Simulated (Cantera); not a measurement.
A Cantera script and what it prints.

```python
import numpy as np
import cantera as ct

gas_names = [...]  # 148 gases of nasa_gas.yaml made of Al, C, H, N, O
cond_names = """
    AL(cr) AL(L) ALN(s) AL2O3(a) AL2O3(L) C(gr) C6H6(L) C7H8(L) C8H18(L),n-octa H2O(s) H2O(L)
""".split()


# ... load() reads the species with a 1 bar reference pressure and builds the phases ...
atoms = {
    'Al(CH3)3': {'AL': 1, 'C': 3, 'H': 9},
    'N2O': {'N': 2, 'O': 1},
    'H2': {'H': 2},
}
top_T = {'ALN(s)': 2750, 'C(gr)': 4500}  # K; cautious upper limits of use, not melting points


# ... equilibrate(T, P, feed) seeds the gas with the atoms and calls Mixture.equilibrate('TP', solver="vcs", rtol=1e-11, max_steps=5000) ...
results = []
feed = {'Al(CH3)3': 1, 'N2O': 4.6, 'H2': 59}  # mol
T = 1300  # K
P = 210  # Pa
mix = equilibrate(T, P, feed)
results.append((T, P, feed, dict(zip(mix.species_names, mix.species_moles))))
print(gas.report(threshold=0.0001))
for i in range(1, mix.n_phases):
    print(f"{mix.phase(i).name:16s} {mix.phase_moles(i):12.5e} mol")
```

Result:

```
       temperature   1300 K
          pressure   210 Pa
           density   9.3592e-05 kg/m^3
  mean mol. weight   4.8172 kg/kmol
   phase of matter   gas

                          1 kg             1 kmol
                     ---------------   ---------------
          enthalpy         5.218e+06        2.5136e+07  J
   internal energy        2.9742e+06        1.4327e+07  J
           entropy             49025        2.3616e+05  J/K
    Gibbs function       -5.8514e+07       -2.8188e+08  J
 heat capacity c_p            6608.4             31834  J/K
 heat capacity c_v            4882.4             23520  J/K

                      mass frac. Y      mole frac. X     chem. pot. / RT
                     ---------------   ---------------   ---------------
                CO           0.24512          0.042157           -45.888
                H2           0.37318           0.89172           -24.476
               H2O         0.0051224         0.0013697            -60.88
                N2           0.37623          0.064697           -34.487
     [ +144 minor]        0.00034076        5.9623e-05

AL(L)             0.00000e+00 mol
ALN(s)            0.00000e+00 mol
AL2O3(a)          5.00000e-01 mol
C(gr)             0.00000e+00 mol
```

Equilibrium computed with Cantera from the NASA thermochemical tables; the gas is ideal and each condensed phase is pure. The feed counts by its element totals alone.
